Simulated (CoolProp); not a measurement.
2000 sccm (0 °C, 1 atm) of nitrogen bubbles through liquid water at 342.5 K and leaves saturated at a total pressure of 0.15 MPa (ideal gas phase). Each further row changes one setting.

The numbers come from the reference Helmholtz-energy equation of state, Wagner 2002 in CoolProp.

| case | vapour pressure (kPa) | mole fraction of vapour | delivery (mg/min) | delivery (sccm) | change of delivery for a bath 1 K warmer (%) |
|---|---|---|---|---|---|
| as stated | 30.3 | [?] | 407 | 507 | [?] |
| bath temperature 347.5 K | [?] | [?] | 537 | [?] | 5.8 |
| total pressure 0.3 MPa | 30.3 | [?] | 181 | 225 | [?] |

**Question.** Some entries are withheld; supply them.

**Answer.** 
- as stated, mole fraction of vapour: 0.202
- as stated, change of delivery for a bath 1 K warmer (%): 5.6
- bath temperature 347.5 K, vapour pressure (kPa): 37.6
- bath temperature 347.5 K, mole fraction of vapour: 0.250
- bath temperature 347.5 K, delivery (sccm): 668
- total pressure 0.3 MPa, mole fraction of vapour: 0.101
- total pressure 0.3 MPa, change of delivery for a bath 1 K warmer (%): 4.9
